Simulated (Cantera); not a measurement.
An adiabatic, constant-pressure homogeneous reactor starts with 43.6 % H2, 10.4 % O2, 39.0 % N2, 6.98 % H2O, equivalence ratio 2.1, at 1148 K and 8.68 atm.

Cantera simulation using the H2/O2 subset of GRI-Mech 3.0, which has no nitrogen chemistry; the numbers are that mechanism's predictions, not measurements. The hydrogen kinetics of GRI-Mech 3.0 are dated; newer H2 mechanisms differ, most at raised pressure.

One state of this run: T (K) = 2561; x H2 = 0.252; x O2 = 1.08e-5; x H2O = 0.307; x H2O2 = 2.39e-8; x H = 0.00557; x OH = 0.00150. x: mole fraction; the columns are a selection and need not sum to one.

### Question
Which value of t (s) does it belong to?
A. 6.37e-5
B. 0.0226
C. 9.00e-6
D. 0.000169

### Answer
B, 0.0226
